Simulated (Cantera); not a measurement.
Input: 1 mol c-C4F8, a varied amount of CH4, equilibrated at 2927 °C and 100000 Pa.

Method: chemical equilibrium by Gibbs-energy minimisation in Cantera with the NASA 1993 tables (ideal gas, pure condensed phases). Candidate condensed phases: C, C6H6, C7H8, C8H18; 95 gas species. The feed counts by its element totals alone. Gases not in the tables: C2F6 and larger saturated fluorocarbons. Rates play no part.

Question: What share of the C ends up in condensed phases as a function of n(CH4) (mol), at 0.22, 0.26, 0.31, 0.36, 0.42, 0.49, 0.58, 0.68, 0.8, 0.94?

Answer: 
```csv
n(CH4) (mol),C condensed (%),as
0.22,37.8,C(graphite)
0.26,40.0,C(graphite)
0.31,42.7,C(graphite)
0.36,45.3,C(graphite)
0.42,48.3,C(graphite)
0.49,51.7,C(graphite)
0.58,55.9,C(graphite)
0.68,60.3,C(graphite)
0.8,65.3,C(graphite)
0.94,70.8,C(graphite)
```
